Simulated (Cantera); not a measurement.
Input: 1 mol V, 8.7 mol O₂, 28 mol H₂, held at 2548.15 K and 750 Torr.

These are equilibrium values from Cantera (NASA tables, ideal gas, pure condensed phases), not measurements of a reactor. Candidate condensed phases: H₂O, V, VO, V₂O₃, V₂O₄, V₂O₅; 12 gas species. Condensed phases not in the tables: the oxides between V₂O₃ and V₂O₅ other than VO₂. The numbers say what is thermodynamically allowed, not how fast it happens.

Base state: H₂O 0.530, H₂ 0.421, VO₂ 0.0229, H 0.0201, OH 0.00553, VO 0.000309, O 0.000172, O₂ 8.87e-5 (mole fractions); condensed: V₂O₃(l).

What changes in the equilibrium state with this change: O₂ from 8.7 to 3.9 mol?


```tsv
species	before	after
H₂	0.421	0.748
H₂O	0.530	0.212
H	0.0201	0.0268
VO₂	0.0229	0.0109
O₂	8.87e-5	4.51e-6
O	0.000172	3.88e-5
OH	0.00553	0.00166
VO	0.000309	0.000651
V₂O₃(l), mol	0.163	0.334
```
